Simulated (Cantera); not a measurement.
Input (Python, Cantera) and output of one run.

```python
import numpy as np
import cantera as ct

gas_names = [...]  # 92 gases of nasa_gas.yaml made of C, H, N
cond_names = """
    C(gr) C6H6(L) C7H8(L) C8H18(L),n-octa
""".split()


# ... load() reads the species with a 1 bar reference pressure and builds the phases ...
atoms = {
    'toluene': {'C': 7, 'H': 8},
    'H2': {'H': 2},
    'N2': {'N': 2},
}
top_T = {'C(gr)': 4500}  # K; cautious upper limits of use, not melting points


# ... equilibrate(T, P, feed) seeds the gas with the atoms and calls Mixture.equilibrate('TP', solver="vcs", rtol=1e-11, max_steps=5000) ...
results = []
feed = {'toluene': 1, 'H2': 94, 'N2': 0.8}  # mol
T = 1298.15  # K
for P in [10, 160, 2500, 40000, 630000, 10000000]:
    mix = equilibrate(T, P, feed)
    results.append((T, P, feed, dict(zip(mix.species_names, mix.species_moles))))
    x = sorted(zip(gas.X, gas.species_names), reverse=True)
    print(f"T = {T:g} K  P = {P:g} Pa  gas = {mix.phase_moles(0):.4g} mol")
    print("   x: " + "  ".join(f"{s} {v:.3e}" for v, s in x if v > 0.001))
    print("   condensed (mol): " + ("  ".join(f"{mix.phase(i).name} {mix.phase_moles(i):.4g}"
          for i in range(1, mix.n_phases) if mix.phase_moles(i) > 1e-12) or "none"))
```

It prints:

```
T = 1298.15 K  P = 10 Pa  gas = 98.81 mol
   x: H2 9.918e-01  N2 8.088e-03
   condensed (mol): C(gr) 6.998
T = 1298.15 K  P = 160 Pa  gas = 98.8 mol
   x: H2 9.919e-01  N2 8.088e-03
   condensed (mol): C(gr) 6.997
T = 1298.15 K  P = 2500 Pa  gas = 98.78 mol
   x: H2 9.917e-01  N2 8.089e-03
   condensed (mol): C(gr) 6.979
T = 1298.15 K  P = 40000 Pa  gas = 98.49 mol
   x: H2 9.888e-01  N2 8.111e-03  CH4 3.112e-03
   condensed (mol): C(gr) 6.691
T = 1298.15 K  P = 630000 Pa  gas = 94.54 mol
   x: H2 9.466e-01  CH4 4.492e-02  N2 8.419e-03
   condensed (mol): C(gr) 2.748
T = 1298.15 K  P = 1e+07 Pa  gas = 91.71 mol
   x: H2 9.145e-01  CH4 7.630e-02  N2 8.227e-03
   condensed (mol): none
```

Cantera equilibrium calculation (NASA polynomials, part measured and part estimated; ideal gas, pure solids and liquids). The ideal-gas law is rough above about 30 bar.
